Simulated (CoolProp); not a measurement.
Computed with CoolProp (reference Helmholtz-energy equation of state, Wu 2011).

Task: For dimethyl ether, give the phase and the cp (kJ/(kg K)), Joule-Thomson coefficient (K/MPa) at 396.3 K and 0.607 MPa; 508 K and 0.607 MPa.

Result: 
- 396.3 K and 0.607 MPa: gas; cp 1.78, Joule-Thomson coefficient 9.48
- 508 K and 0.607 MPa: gas; cp 2.07, Joule-Thomson coefficient 4.60
